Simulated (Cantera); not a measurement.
Charge: 1 mol FeCl2, 0.21 mol H2, 0.51 mol N2, held at 150 Pa.

Method: chemical equilibrium by Gibbs-energy minimisation in Cantera with the NASA 1993 tables (ideal gas, pure condensed phases). Candidate condensed phases: Fe, FeCl2, FeCl3, NH4Cl; 18 gas species. Rates play no part.

Q: Which condensed phases are stable at each of these points (T (K)): 1025, 1125, 1225, 1325, 1425, 1525, 1625?

A: 
| T (K) | condensed phases | Fe condensed (%) |
|---|---|---|
| 1025 | Fe(α) | 17.9 |
| 1125 | Fe(α) | 16.9 |
| 1225 | Fe(γ) | 16.0 |
| 1325 | Fe(γ) | 15.3 |
| 1425 | Fe(γ) | 14.6 |
| 1525 | Fe(γ) | 13.9 |
| 1625 | Fe(γ) | 13.3 |

From 1025 K to 1125 K the condensed part is Fe(α). From 1225 K to 1625 K the condensed part is Fe(γ).
